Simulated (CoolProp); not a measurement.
Model: reference Helmholtz-energy equation of state, Lemmon 2006, in CoolProp. It is a short technical equation, of lower accuracy than the large ones.

Problem. Give the vapour pressure (bar), enthalpy of vaporisation (kJ/kg), liquid cp (kJ/(kg K)), surface tension (mN/m) of saturated carbonyl sulfide at 300 K.

Solution. 
```json
[
 {"T (K)": "300", "p (bar)": "13.4", "enthalpy of vaporisation (kJ/kg)": "243", "liquid cp (kJ/(kg K))": "1.38", "surface tension (mN/m)": "7.95"}
]
```

Surface tension comes from a separate correlation (Mulero 2012).
